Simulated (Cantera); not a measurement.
What does this Cantera script print?

```python
import numpy as np
import cantera as ct

gas = ct.Solution("gri30.yaml", transport_model="mixture-averaged")
show = ['H2', 'C2H2', 'NH3']

rows = []
print(f"{'T/K':>7s}{'rho':>11s}{'cp':>10s}{'mu':>11s}{'lambda':>11s}{'Pr':>7s}" + "".join(f"{'D_' + s:>11s}" for s in show))
for T in [400, 550, 700, 850, 1000, 1150]:
    gas.TPX = T, 101325, {'O2': 0.31}
    Pr = gas.cp_mass * gas.viscosity / gas.thermal_conductivity
    D = [gas.mix_diff_coeffs_mole[gas.species_index(s)] for s in show]
    rows.append([gas.density, gas.cp_mass, gas.viscosity, gas.thermal_conductivity, Pr, *D])
    print(f"{T:7g}{gas.density:11.4e}{gas.cp_mass:10.1f}{gas.viscosity:11.4e}"
          f"{gas.thermal_conductivity:11.4e}{Pr:7.3f}" + "".join(f"{d:11.4e}" for d in D))
print("SI units: kg/m3, J/kg/K, Pa s, W/m/K, m2/s")
```

Result:

```
    T/K        rho        cp         mu     lambda     Pr       D_H2     D_C2H2      D_NH3
    400 9.7487e-01     941.4 2.5629e-05 3.3852e-02  0.713 1.3169e-04 2.8006e-05 3.8535e-05
    550 7.0899e-01     987.2 3.2102e-05 4.4709e-02  0.709 2.2485e-04 4.9086e-05 6.9420e-05
    700 5.5707e-01    1031.1 3.7824e-05 5.4969e-02  0.709 3.3624e-04 7.4416e-05 1.0700e-04
    850 4.5876e-01    1064.7 4.3049e-05 6.4573e-02  0.710 4.6436e-04 1.0360e-04 1.5057e-04
   1000 3.8995e-01    1090.2 4.7912e-05 7.3608e-02  0.710 6.0813e-04 1.3636e-04 1.9963e-04
   1150 3.3908e-01    1108.6 5.2496e-05 8.2174e-02  0.708 7.6669e-04 1.7248e-04 2.5380e-04
SI units: kg/m3, J/kg/K, Pa s, W/m/K, m2/s
```

Cantera simulation using GRI-Mech 3.0 (53 species, 325 reactions); the numbers are that mechanism's predictions, not measurements.
